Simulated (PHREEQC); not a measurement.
Make-up at 25 °C: 1.8 mmol/kgw HNO3, 15 mmol/kgw CuSO4 and 40 mmol/kgw CuCl2. Closed to the air; pH follows from the charge balance.

Equilibrium calculation in PHREEQC: ion-association model, phreeqc.dat.

```csv
quantity,before,after
pH,2.93,3.92
ionic strength (mol/kgw),0.145,0.143
Cu+2 (mol/kgw),0.0442,0.0440
CuSO4 (mol/kgw),0.00745,0.00762
SO4-2 (mol/kgw),0.00720,0.00734
```

Question: What was changed between the two runs?
A) CuCl2 left out
B) CuCl2 from 0.04 to 0.2 mol/kgw
C) CuSO4 from 0.015 to 0.0135 mol/kgw
D) HNO3 from 0.0018 to 0.00018 mol/kgw
E) 0.00088 mol/kgw NaOH added

Answer: D, HNO3 from 0.0018 to 0.00018 mol/kgw

No solid was allowed to form.
